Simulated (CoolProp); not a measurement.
Vapour-liquid equilibrium of carbon dioxide (1) + R125 (2) at -41.35 °C; x and y are mole fractions of (1).

Computed with CoolProp (multi-fluid Helmholtz-energy mixture model, Span 1996 and Lemmon 2005; pair parameters Bell 2016).

```csv
x,bubble pressure (bar),y at the bubble point,dew pressure at overall composition x (bar),liquid density (mol/L)
0.05,1.940,0.303,1.463,12.75
0.125,2.741,0.533,1.579,13.29
0.2,3.505,0.657,1.713,13.87
0.275,4.219,0.733,1.873,14.50
0.35,4.879,0.786,2.064,15.19
0.425,5.490,0.824,2.297,15.94
0.5,6.057,0.855,2.588,16.76
0.575,6.592,0.880,2.960,17.67
0.65,7.105,0.902,3.453,18.68
0.725,7.609,0.923,4.130,19.82
0.8,8.115,0.943,5.094,21.10
0.875,8.635,0.964,6.483,22.56
0.95,9.177,0.985,8.287,24.23
```

No azeotrope shows between x = 0.05 and 0.95.

Pair parameters are fitted to limited data, so mixtures are less certain than the pure fluids.
